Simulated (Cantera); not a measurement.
A freely propagating, adiabatic, planar premixed flame of H2 : O2 : N2 = 1 : 0.595 : 2.24 (molar parts), equivalence ratio 0.84, unburnt at 550 K and 500000 Pa; mixture-averaged transport, grid criteria slope 0.08 and curve 0.16, no radiation.

Computed with Cantera and the H2/O2 subset of GRI-Mech 3.0, which has no nitrogen chemistry. The hydrogen kinetics of GRI-Mech 3.0 are dated; newer H2 mechanisms differ, most at raised pressure. Burning velocities carry a grid error of a few per cent, more on coarse grids.

Problem. What does this change do: inlet temperature 550 to 700 K?

Solution. 
```json
[
 {"quantity": "laminar burning velocity", "before": "449 cm/s", "after": "805 cm/s"},
 {"quantity": "thermal thickness", "before": "0.0563 mm", "after": "0.0616 mm"},
 {"quantity": "peak x(H2O2)", "before": "9.46e-5", "after": "5.51e-5"},
 {"quantity": "peak x(OH)", "before": "0.0159", "after": "0.0189"},
 {"quantity": "peak x(O)", "before": "0.00825", "after": "0.0108"}
]
```

Problem. What does this change do: N2 2.24 to 2.9 parts?

Solution. 
```
quantity                     before      after
------------------------  ---------  ---------
laminar burning velocity   449 cm/s   278 cm/s
thermal thickness         0.0563 mm  0.0644 mm
peak x(H2O2)                9.46e-5    9.49e-5
peak x(OH)                   0.0159    0.00958
peak x(O)                   0.00825    0.00479
```
